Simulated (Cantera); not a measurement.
Charge: 1 mol SiHCl3, a varied amount of Cl2, 8.9 mol N2, at 7.50 Torr.

Method: chemical equilibrium by Gibbs-energy minimisation in Cantera with the NASA 1993 tables (ideal gas, pure condensed phases). Candidate condensed phases: NH4Cl, Si, Si3N4; 28 gas species. N2 is the only nitrogen source here; it is nearly inert below about 1500 K, so the nitride shown seldom forms there in practice. The tables' values for SiCl3 are old estimates. The numbers say what is thermodynamically allowed, not how fast it happens.

Q: What condenses at these points (T in K, n(Cl2) in mol): (1198, 0.012); (1698, 0.15); (1348, 0.09); (1698, 0.15); (1548, 0.41)?

A: 
```tsv
T (K)	n(Cl2) in mol	condensed phases	Si condensed (%)
1198	0.012	Si3N4	45.4
1698	0.15	gas only	0.0
1348	0.09	Si3N4	33.6
1698	0.15	gas only	0.0
1548	0.41	gas only	0.0
```
